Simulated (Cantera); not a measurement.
Charge: 1 mol SiO₂, 0.39 mol C, 5.4 mol N₂, equilibrated at 1875 K and 750 Torr.

Method: chemical equilibrium by Gibbs-energy minimisation in Cantera with the NASA 1993 tables (ideal gas, pure condensed phases). Candidate condensed phases: C, Si, SiC, SiO₂, Si₂N₂O, Si₃N₄; 34 gas species. Mutual solubility and eutectic melting of coexisting phases are not modelled. The tables hold silica as quartz up to 1696 K and as liquid above; real silica turns to tridymite and cristobalite and melts near 1996 K. Rates play no part.

What is the equilibrium state?


| Quantity | Result |
|---|---|
| x(N₂) | 0.925 |
| x(CO) | 0.0683 |
| x(SiO) | 0.00659 |
| x(CO₂) | 2.25e-5 |
| n(SiO₂(condensed)) | 0.727 mol |
| n(Si₂N₂O(s)) | 0.118 mol |
| gas amount | 5.710 mol |
| log10 activity of C(graphite) (absent) | -2.00 |
| log10 activity of Si(l) (absent) | -2.32 |
